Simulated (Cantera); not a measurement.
Cantera with NASA thermochemical tables; ideal gases at 1 bar, condensed phases pure. Values are per mole of reaction as written; species without (g) are pure solids or liquids, kept so even where they would boil at 1 bar. TaC: taken at fixed stoichiometry.

### Question
Between 300 and 1175 K, where is each reaction favourable under standard conditions?
- TaO2(g) + C → TaC + O2(g)
- 5 C + Ta2O5 → 5 CO(g) + 2 Ta
- Ta2O5 → 2 TaO2(g) + O(g)

### Answer
- TaO2(g) + C → TaC + O2(g): ΔG° is 68 kJ at 300 K and 94 kJ at 1175 K; it stays positive (K < 1). ΔH° is 65 kJ and ΔS° -24 J/K at 1175 K.
- 5 C + Ta2O5 → 5 CO(g) + 2 Ta: ΔG° is 1224 kJ at 300 K and 454 kJ at 1175 K; it stays positive (K < 1). ΔH° is 1453 kJ and ΔS° 850 J/K at 1175 K.
- Ta2O5 → 2 TaO2(g) + O(g): ΔG° is 1720 kJ at 300 K and 1240 kJ at 1175 K; it stays positive (K < 1). ΔH° is 1857 kJ and ΔS° 525 J/K at 1175 K.
